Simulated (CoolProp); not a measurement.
R227EA along the isotherm 236.3 K: Z from the reference equation and from simpler models built on Tc = 374.9 K, pc = 2.925 MPa, ω = 0.358; each cubic takes its own stable root.

Computed with CoolProp (reference Helmholtz-energy equation of state, Lemmon 2016).

```tsv
p (MPa)	phase	reference	Soave-Redlich-Kwong	Peng-Robinson
0.0231	gas	0.9851	0.9885	0.9881
0.0349	gas	0.9773	0.9826	0.9820
0.0526	liquid	0.002822	0.003072	0.002721
0.0794	liquid	0.004260	0.004637	0.004107
0.12	liquid	0.006438	0.007008	0.006207
0.181	liquid	0.009709	0.01057	0.009361
0.273	liquid	0.01464	0.01593	0.01412
0.411	liquid	0.02204	0.02398	0.02124
0.62	liquid	0.03323	0.03615	0.03203
0.936	liquid	0.05013	0.05452	0.04831
1.41	liquid	0.07545	0.08201	0.07269
2.13	liquid	0.1138	0.1236	0.1096
3.21	liquid	0.1712	0.1857	0.1648
4.85	liquid	0.2579	0.2793	0.2480
7.31	liquid	0.3871	0.4184	0.3718
```
